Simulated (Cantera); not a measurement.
**Diamond growth**

A diamond (100) surface in a fixed gas of H2 with x(CH4) = 0.029, x(CH3) = 0.00088, at 1248 K, 0.280 bar; coverages are run to steady state.

Detailed kinetics in Cantera: the Harris–Goodwin 1993 mechanism for the reconstructed diamond (100) surface.

```json
[
 {"x(H)": "0.0001", "growth (µm/h)": "4.02", "θ c6HH": "0.614", "θ c6H*": "0.0274", "θ c6*H": "0.321", "θ c6**": "0.00340", "θ c6HM": "0.0141"},
 {"x(H)": "0.00022", "growth (µm/h)": "10.8", "θ c6HH": "0.519", "θ c6H*": "0.0339", "θ c6*H": "0.397", "θ c6**": "0.00782", "θ c6HM": "0.0184"},
 {"x(H)": "0.0005", "growth (µm/h)": "25.6", "θ c6HH": "0.455", "θ c6H*": "0.0380", "θ c6*H": "0.445", "θ c6**": "0.0149", "θ c6HM": "0.0218"},
 {"x(H)": "0.0011", "growth (µm/h)": "51.8", "θ c6HH": "0.422", "θ c6H*": "0.0401", "θ c6*H": "0.468", "θ c6**": "0.0225", "θ c6HM": "0.0231"},
 {"x(H)": "0.0025", "growth (µm/h)": "96.2", "θ c6HH": "0.407", "θ c6H*": "0.0414", "θ c6*H": "0.482", "θ c6**": "0.0292", "θ c6HM": "0.0213"},
 {"x(H)": "0.0056", "growth (µm/h)": "154", "θ c6HH": "0.402", "θ c6H*": "0.0424", "θ c6*H": "0.492", "θ c6**": "0.0336", "θ c6HM": "0.0164"},
 {"x(H)": "0.012", "growth (µm/h)": "210", "θ c6HH": "0.402", "θ c6H*": "0.0434", "θ c6*H": "0.499", "θ c6**": "0.0362", "θ c6HM": "0.0108"},
 {"x(H)": "0.028", "growth (µm/h)": "259", "θ c6HH": "0.403", "θ c6H*": "0.0448", "θ c6*H": "0.504", "θ c6**": "0.0380", "θ c6HM": "0.00581"},
 {"x(H)": "0.062", "growth (µm/h)": "288", "θ c6HH": "0.404", "θ c6H*": "0.0471", "θ c6*H": "0.504", "θ c6**": "0.0393", "θ c6HM": "0.00295"}
]
```
θ: site fractions in the mechanism's names (c6HH fully hydrogenated, c6H* and c6*H radical sites, c6** diradical, c6HM methylated).
